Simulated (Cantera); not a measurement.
Feed: 1 mol Ti(OiPr)4, 3.2 mol CH4, 2.8 mol H2, at 100000 Pa.

Equilibrium computed with Cantera from the NASA thermochemical tables; the gas is ideal and each condensed phase is pure. Candidate condensed phases: C, C6H6, C7H8, C8H18, H2O, Ti, TiC, TiO, TiO2, Ti2O3, Ti3O5, Ti4O7; 113 gas species. The feed counts by its element totals alone. Gases not in the tables: TiO(OH)2. Rates play no part.

At 727 °C, list the 5 most abundant gas species with their mole fractions, and the condensed phases.

H2 0.847, CH4 0.0685, CO 0.0617, H2O 0.0206, CO2 0.00216. Condensed: C(graphite) + TiO2(rutile).
